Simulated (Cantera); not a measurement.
Charge: 1 mol Hg, 2.8 mol O2, 17 mol H2, at 47.0 Pa.

Method: chemical equilibrium by Gibbs-energy minimisation in Cantera with the NASA 1993 tables (ideal gas, pure condensed phases). Candidate condensed phases: H2O, Hg, HgO; 10 gas species. The numbers say what is thermodynamically allowed, not how fast it happens. All values below are at 627 °C.

Base state: H2 0.633, H2O 0.311, Hg 0.0556 (mole fractions); condensed: gas only.

Task: What changes in the equilibrium state with this change: O2 from 2.8 to 0.43 mol?

Result: 
| species | before | after |
|---|---|---|
| H2 | 0.633 | 0.897 |
| Hg | 0.0556 | 0.0556 |
| H2O | 0.311 | 0.0478 |
